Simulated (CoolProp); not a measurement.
Hydrogen sulfide along the isobar 9300 kPa: Z from the reference equation and from simpler models built on Tc = 100.0 °C, pc = 8999 kPa, ω = 0.101; each cubic takes its own stable root.

Model: reference Helmholtz-energy equation of state, Lemmon 2006, in CoolProp. It is a short technical equation, of lower accuracy than the large ones.

```
T (°C)          phase  reference  Redlich-Kwong  Peng-Robinson
------  -------------  ---------  -------------  -------------
18.95          liquid     0.1615         0.1708         0.1493
32.75          liquid     0.1605            [?]         0.1496
46.55          liquid     0.1609         0.1737         0.1517
60.45          liquid     0.1632         0.1787         0.1562
74.25          liquid     0.1684         0.1881         0.1650
88.05          liquid        [?]         0.2074         0.1835
101.95  supercritical        [?]         0.3199         0.3122
115.75  supercritical     0.5662         0.5705         0.5494
129.55  supercritical     0.6498         0.6470         0.6279
143.45  supercritical     0.7061         0.6993         0.6823
157.25  supercritical     0.7480         0.7388         0.7236
171.05  supercritical        [?]            [?]         0.7570
184.95  supercritical     0.8087         0.7966         0.7848
198.75  supercritical     0.8315         0.8186         0.8082
```

**Question.** Fill in the missing entries.

**Answer.** 
- 32.75, Redlich-Kwong: 0.1713
- 88.05, reference: 0.1802
- 101.95, reference: 0.3026
- 171.05, reference: 0.7813
- 171.05, Redlich-Kwong: 0.7704
